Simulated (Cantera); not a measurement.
Input: 1 mol SiCl4, 2.5 mol Cl2, 15 mol H2, equilibrated at 900 °C and 370000 Pa.

Method: chemical equilibrium by Gibbs-energy minimisation in Cantera with the NASA 1993 tables (ideal gas, pure condensed phases). Candidate condensed phases: Si; 19 gas species. The tables' values for SiCl3 are old estimates; treat these amounts as uncertain. Rates play no part.

Base state: H2 0.673, HCl 0.273, SiCl4 0.0509, SiHCl3 0.00292, SiCl3 0.000214, SiH2Cl2 2.14e-5 (mole fractions); condensed: gas only.

Problem. What changes in the equilibrium state with this change: H2 from 15 to 0.32 mol?

Solution. 
```tsv
species	before	after
Cl2	<1e-9	0.570
SiCl4	0.0509	0.262
HCl	0.273	0.167
H2	0.673	<1e-9
SiHCl3	0.00292	<1e-9
Cl	1.79e-8	0.00139
SiH2Cl2	2.14e-5	<1e-9
SiCl3	0.000214	1.41e-8
```
